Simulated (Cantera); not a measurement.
An adiabatic, constant-volume homogeneous reactor starts with CH4 : O2 : N2 : H2O = 1 : 3.39 : 12.7 : 1.8 (molar parts), at 1123 K and 12.0 bar.

Cantera simulation using GRI-Mech 3.0 (53 species, 325 reactions); the numbers are that mechanism's predictions, not measurements. The pressure lies above the range GRI-Mech 3.0 was tuned for (to about 10 atm).

One state of this run: T (K) = 2409; P (bar) = 25.8; x CH4 = <1e-12; x O2 = 0.0675; x H2O = 0.198; x CO2 = 0.0519; x C2H2 = <1e-12. x: mole fraction; the columns are a selection and need not sum to one.

**Question.** Which value of t (s) does it belong to?
(A) 0.0351
(B) 5.00e-6
(C) 1.21e-5
(D) 0.00246

**Answer.** A, 0.0351
